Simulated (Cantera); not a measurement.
Cantera run, input and output.

```python
import numpy as np
import cantera as ct

gas = ct.Solution("gri30.yaml")
gas.TPX = 2450, 1100, {'CH4': 0.018, 'H2': 1, 'N2': 0.00034}
inlet = ct.Reservoir(gas, clone=True)

reactor = ct.IdealGasConstPressureReactor(gas, energy="off", clone=False)
exhaust = ct.Reservoir(gas, clone=True)
tau = [2.3, 0.9, 0.35, 0.13, 0.051, 0.02, 0.0076][0]
for a, b in ((inlet, reactor), (reactor, exhaust)):
    ct.MassFlowController(a, b, mdot=lambda t: reactor.mass / tau)
net = ct.ReactorNet([reactor])
show = ['CH4', 'H2', 'C2H', 'C2H4', 'CH3']

rows = []
print(f"{'tau/s':>10s}{'T/K':>9s}" + "".join(f"{s:>11s}" for s in show))
for tau in [2.3, 0.9, 0.35, 0.13, 0.051, 0.02, 0.0076]:
    net.initial_time = 0.0
    net.advance(30 * tau)
    before = gas.X
    net.advance(40 * tau)
    drift = np.max(np.abs(gas.X - before) / (gas.X + 1e-9))
    rows.append([gas.T, *gas[show].X, drift])
    print(f"{tau:10.3e}{gas.T:9.1f}" + "".join(f"{x:11.3e}" for x in gas[show].X))
```

Result:

```
     tau/s      T/K        CH4         H2        C2H       C2H4        CH3
 2.300e+00   2450.0  1.019e-05  8.520e-01  8.367e-05  9.630e-08  3.006e-05
 9.000e-01   2450.0  3.306e-05  8.861e-01  6.177e-05  1.731e-07  7.082e-05
 3.500e-01   2450.0  1.321e-04  9.212e-01  3.985e-05  4.338e-07  1.813e-04
 1.300e-01   2450.0  4.525e-04  9.429e-01  2.609e-05  1.269e-06  4.158e-04
 5.100e-02   2450.0  1.163e-03  9.540e-01  1.829e-05  3.594e-06  7.984e-04
 2.000e-02   2450.0  2.623e-03  9.607e-01  1.235e-05  9.900e-06  1.403e-03
 7.600e-03   2450.0  5.429e-03  9.651e-01  6.940e-06  2.444e-05  2.250e-03
```

Detailed kinetics in Cantera: GRI-Mech 3.0 (53 species, 325 reactions). GRI-Mech 3.0 stops at C3 and has no aromatics, soot or wall deposition, so with more carbon than oxygen in the feed, carbon stays in small species such as C2H2 where larger ones or solid carbon would form. Radical loss at walls, strong at low pressure, is not modelled.
